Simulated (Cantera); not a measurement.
# Thermodynamics of silicon carbide growth, feed CH3SiCl3 + C2H2 + H2

Feed: 1 mol CH3SiCl3, 0.036 mol C2H2, 31 mol H2, held at 1873 K and 133 Pa.

These are equilibrium values from Cantera (NASA tables, ideal gas, pure condensed phases), not measurements of a reactor. Candidate condensed phases: C, C6H6, C7H8, C8H18, Si, SiC; 109 gas species. The feed counts by its element totals alone. The tables' values for SiCl are old estimates; treat these amounts as uncertain. Rates play no part.

| Item | Value |
|---|---|
| x(H2) | 0.896 |
| x(HCl) | 0.0846 |
| x(H) | 0.0167 |
| x(Cl) | 0.00120 |
| x(SiCl2) | 0.000743 |
| x(C2H2 (acetylene)) | 0.000280 |
| x(Si) | 0.000220 |
| x(SiCl) | 4.09e-5 |
| x(SiH) | 7.07e-6 |
| n(C(graphite)) | 0.0875 mol |
| n(SiC(s)) | 0.965 mol |
| gas amount | 34.35 mol |
| log10 activity of Si(l) (absent) | -1.48 |
